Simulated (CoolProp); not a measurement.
Vapour-liquid equilibrium of ethane (1) + C3F8 (R218) (2) at 0.615 MPa; x and y are mole fractions of (1).

Model: multi-fluid Helmholtz-energy mixture model, Bücker 2006 and Lemmon 2006; pair parameters Bell 2016, in CoolProp.

```tsv
x	bubble temperature (K)	y at the bubble point	dew temperature at overall composition x (K)	liquid density (mol/L)
0.05	276.2	0.256	284.1	7.811
0.15	258.9	0.604	280.4	8.611
0.25	247.2	0.764	276.4	9.329
0.35	240.2	0.835	272.2	9.990
0.45	236.2	0.871	267.5	10.65
0.55	233.7	0.892	262.1	11.34
0.65	231.9	0.909	255.9	12.12
0.75	230.4	0.926	248.3	13.03
0.85	228.8	0.947	238.6	14.12
0.95	227.1	0.978	228.6	15.44
```

No azeotrope shows between x = 0.05 and 0.95.

The pair parameters rest on a limited set of measurements; away from them the model extrapolates. With so large a gap from Raoult's law the liquid may split in two, which this calculation doesn't test in full.
